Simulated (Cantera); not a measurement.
Cantera run:

```python
import numpy as np
import cantera as ct

gas_names = """
    N NO NO2 NO3 N2 N2O O O2 O3 Pb PbO Pb2
""".split()
cond_names = """
    Pb(cr) Pb(L) PbO(rd) PbO(yw) PbO(L) PbO2(s) Pb3O4(s)
""".split()


def load(file, names, dense=False):
    # The tables refer to 1 bar. Condensed volumes are neglected.
    table = {s.name: s for s in ct.Species.list_from_file(file)}
    out = []
    for n in names:
        d = dict(table[n].input_data)
        d["thermo"] = dict(d["thermo"], **{"reference-pressure": 1e5})
        if dense:
            d["equation-of-state"] = {"model": "constant-volume", "density": "1e6 g/cm^3"}
        out.append(ct.Species.from_dict(d))
    return out


gas = ct.Solution(thermo="ideal-gas", species=load("nasa_gas.yaml", gas_names))
cond = {s.name: ct.Solution(thermo="fixed-stoichiometry", species=[s], name=s.name)
        for s in load("nasa_condensed.yaml", cond_names, dense=True)}
atoms = {
    'PbO': {'Pb': 1, 'O': 1},
    'N2': {'N': 2},
}
top_T = {'Pb3O4(s)': 820}  # K; cautious upper limits of use, not melting points


def equilibrate(T, P, feed):
    n = {}
    for name, mol in feed.items():
        for a, k in atoms[name].items():
            n[a] = n.get(a, 0.0) + k * mol
    gas.TPX = T, P, n
    mass = sum(n.values()) * gas.mean_molecular_weight
    gas.equilibrate("TP")
    valid = [c for c in cond.values() if c.min_temp <= T <= top_T.get(c.name, c.max_temp)]
    mix = ct.Mixture([(gas, mass / gas.mean_molecular_weight)] + [(c, 0.0) for c in valid])
    mix.T, mix.P = T, P
    mix.equilibrate("TP", solver="vcs", rtol=1e-11, max_steps=5000)
    return mix


results = []
feed = {'PbO': 1, 'N2': 25}  # mol
P = 1000  # Pa
for T in [550, 600, 650, 700, 750, 800, 850, 900, 950, 1000, 1050, 1100, 1150, 1200]:
    mix = equilibrate(T, P, feed)
    results.append((T, P, feed, dict(zip(mix.species_names, mix.species_moles))))

top = {s: max(r[3][s] / sum(r[3][g] for g in gas_names) for r in results) for s in gas_names}
cols = sorted((s for s in top if top[s] > 1e-05), key=lambda s: -top[s])[:7]
seen = [c for c in cond_names if any(r[3].get(c, 0) > 1e-12 for r in results)]
print("log10 of partial pressures in bar; condensed amounts in mol")
print(f"{'T/K':>10s}" + "".join(f"{s[:9]:>10s}" for s in cols + seen))
for T, P, feed, n in results:
    ng = sum(n[g] for g in gas_names)
    print(f"{T:10.4g}" + "".join(f"{np.log10(max(n[s] / ng * P / 1e5, 1e-99)):10.3f}" for s in cols)
          + "".join(f"{n.get(c, 0):10.4g}" for c in seen))
```

Output:

```
log10 of partial pressures in bar; condensed amounts in mol
       T/K        N2       PbO        Pb        O2        NO   PbO(rd)   PbO(yw)    PbO(L)
       550    -2.000   -18.564   -17.487   -21.884   -19.961         1         0         0
       600    -2.000   -16.308   -15.725   -18.913   -17.752         1         0         0
       650    -2.000   -14.406   -14.806   -15.266   -15.317         1         0         0
       700    -2.000   -12.781   -13.265   -13.657   -13.989         1         0         0
       750    -2.000   -11.378   -11.926   -12.282   -12.846         1         0         0
       800    -2.000   -10.155   -10.752   -11.089   -11.852         0         1         0
       850    -2.000    -9.080    -9.718   -10.043   -10.978         0         1         0
       900    -2.000    -8.127    -8.799    -9.118   -10.203         0         1         0
       950    -2.000    -7.278    -7.978    -8.292    -9.512         0    0.9998         0
      1000    -2.000    -6.516    -7.241    -7.552    -8.890         0    0.9991         0
      1050    -2.000    -5.830    -6.576    -6.884    -8.329         0    0.9956         0
      1100    -2.000    -5.208    -5.972    -6.279    -7.820         0    0.9818         0
      1150    -2.001    -4.643    -5.422    -5.728    -7.356         0    0.9334         0
      1200    -2.004    -4.166    -4.945    -5.251    -6.945         0         0    0.7994
```

Cantera equilibrium calculation (NASA polynomials, part measured and part estimated; ideal gas, pure solids and liquids).
